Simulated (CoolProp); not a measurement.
Values from CoolProp's reference Helmholtz-energy equation of state, Span 2000.

Q: For nitrogen, give the phase and the Z, cp (kJ/(kg K)), cv (kJ/(kg K)), isothermal compressibility (1/MPa) at 114 K and 0.833 MPa; 133.2 K and 0.833 MPa.

A: 
- 114 K and 0.833 MPa: gas; Z 0.878, cp 1.29, cv 0.799, isothermal compressibility 1.39
- 133.2 K and 0.833 MPa: gas; Z 0.927, cp 1.17, cv 0.770, isothermal compressibility 1.30
